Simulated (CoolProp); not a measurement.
Vapour-liquid equilibrium of propane (1) + isohexane (2) at 0.119 MPa; x and y are mole fractions of (1).

Values from CoolProp's multi-fluid Helmholtz-energy mixture model, Lemmon 2009 and Lemmon 2006; pair parameters Bell 2016.

**Question.** Give the bubble temperature and the first vapour's composition at x = 0.35, 0.45, 0.85. Is there an azeotrope?

**Answer.** x = 0.35: 261.5 K, y = 0.971; x = 0.45: 254.5 K, y = 0.983; x = 0.85: 238.6 K, y = 0.998. No azeotrope shows between x = 0.05 and 0.95.

The pair parameters rest on a limited set of measurements; away from them the model extrapolates. The gap from Raoult's law changes sign with composition, which may be real or a fault of the pair parameters; it wasn't checked against measurements.
